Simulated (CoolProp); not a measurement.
Model: reference Helmholtz-energy equation of state, Gao 2016, in CoolProp.

For sulfur dioxide, give the phase and the cp (kJ/(kg K)) at 111.75 °C and 1.01 bar; 158.45 °C and 1.01 bar; 205.15 °C and 1.01 bar.


- 111.75 °C and 1.01 bar: gas; cp 0.679
- 158.45 °C and 1.01 bar: gas; cp 0.700
- 205.15 °C and 1.01 bar: gas; cp 0.720
